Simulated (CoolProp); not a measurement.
A simple Rankine cycle with R11: condensing at 329.15 K, boiler at 2.19 MPa, turbine inlet 427.1 K, turbine efficiency 0.65, pump efficiency 0.6, no recuperator. Each further row changes one setting.

Model: reference Helmholtz-energy equation of state, Jacobsen 1992, in CoolProp.

```csv
case,thermal efficiency (%),net work (kJ/kg),heat in (kJ/kg),turbine exit temperature (K),volume ratio over the turbine
as stated,11.1,22.9,206,350.8,8.77
turbine inlet 447.1 K,11.4,25.4,224,374.7,8.28
condensing temperature 321.15 K,12.0,25.6,213,345.1,11.0
boiler pressure 1.53 MPa,9.9,21.5,217,371.3,5.58
turbine efficiency 0.55,9.2,19.0,206,356.8,8.95
```
